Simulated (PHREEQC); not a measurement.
A solution holds 0.031 mol/kgw NaHSO4 and 0.055 mol/kgw Na2SO4, at 25 °C and 300 atm. Closed to the air; pH follows from the charge balance.

Model: Pitzer model, pitzer.dat, run in PHREEQC.

Each row changes one thing in this solution. Precipitation was switched off in this run.

| case | pH | ionic strength (mol/kgw) | SO4-2 (mol/kgw) | HSO4- (mol/kgw) | SI of Mirabilite (Na2SO4:10H2O) | SI of Thenardite (Na2SO4) |
|---|---|---|---|---|---|---|
| as made | 2.02 | 0.225 | 0.0696 | 0.0164 | -2.67 | -3.67 |
| NaHSO4 from 0.031 to 0.0031 mol/kgw | 3.00 | 0.171 | 0.0565 | 0.00160 | -2.86 | -3.87 |
| temperature from 25 to 45 °C | 2.15 | 0.218 | 0.0658 | 0.0202 | -3.42 | -3.59 |
| temperature from 25 to 70 °C | 2.37 | 0.209 | 0.0617 | 0.0243 | -4.03 | -3.50 |
| temperature from 25 to 90 °C | 2.57 | 0.205 | 0.0593 | 0.0267 | -4.30 | -3.43 |

Under pressure, the constants of complexes without a molar volume in the database are unreliable. Constants without temperature data keep their 25 °C values here.
